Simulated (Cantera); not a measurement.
Charge: 1 mol SiC, 0.051 mol C, 3.6 mol H2, held at 0.000820 bar.

Cantera equilibrium calculation (NASA polynomials, part measured and part estimated; ideal gas, pure solids and liquids). Candidate condensed phases: C, C6H6, C7H8, C8H18, Si, SiC; 99 gas species. Ions and electrons are included (thermal ionisation). Kinetics and transport are ignored. All values below are at 4727 °C.

Base state: H 0.762, C 0.111, Si 0.0848, e- 0.0211, Si+ 0.0210, C+ 2.18e-5, H2 1.15e-5 (mole fractions); condensed: gas only.

Task: What changes in the equilibrium state with this change: pressure from 0.000820 bar to 0.0430 bar?

Result: 
```tsv
species	before	after
H	0.762	0.775
C	0.111	0.113
Si	0.0848	0.105
e-	0.0211	0.00323
Si+	0.0210	0.00323
SiH	3.05e-7	2.01e-5
SiC	3.84e-7	2.51e-5
H2	1.15e-5	0.000625
CH	6.81e-7	3.68e-5
```
